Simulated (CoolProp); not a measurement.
Values from CoolProp's reference Helmholtz-energy equation of state, Schroeder 2014.

Task: For ethanol, give the phase and the cv (kJ/(kg K)), Joule-Thomson coefficient (K/MPa), viscosity (µPa s) at 525.8 K and 0.094 MPa; 525.8 K and 9.4 MPa.

Result: 
- 525.8 K and 0.094 MPa: gas; cv 1.98, Joule-Thomson coefficient 9.12, viscosity 15.5
- 525.8 K and 9.4 MPa: supercritical; cv 3.26, Joule-Thomson coefficient 2.29, viscosity 53.0

Viscosity comes from a separate model (Kiselev 2005).
